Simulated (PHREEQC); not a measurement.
Model water analysis in mg/L, 25 °C, pH 3.4, pe 9.1: Na 994; K 0.798; Ca 251; Mg 113; Cl 121; S(6) as SO4 2850; Pb 97.2; Li 10.2.

Na is adjusted to close the charge balance.
Valence states are taken as typed.

Model: ion-association model, wateq4f.dat, run in PHREEQC.

Each row changes one thing in this solution. No solid was allowed to form.

```tsv
case	ionic strength (mol/kgw)	SO4-2 (mol/kgw)	Ca+2 (mol/kgw)	Mg+2 (mol/kgw)	Li+ (mol/kgw)	HSO4- (mol/kgw)	SI of Gypsum (CaSO4:2H2O)	SI of Anglesite (PbSO4)
as made	0.0792	0.0224	0.00362	0.00246	0.00142	0.000441	-0.29	+1.50
Li from 10.2 to 5.1 mg/L	0.0792	0.0224	0.00362	0.00246	[?]	0.000441	-0.29	+1.50
Pb from 97.2 to 48.6 mg/L	0.0795	0.0226	0.00361	0.00246	0.00142	0.000443	-0.29	[?]
```

**Question.** Some entries are withheld; supply them.

**Answer.** 
- Li from 10.2 to 5.1 mg/L, Li+ (mol/kgw): 0.000710
- Pb from 97.2 to 48.6 mg/L, SI of Anglesite (PbSO4): +1.20

Some of these states are supersaturated (in Anglesite, for instance).
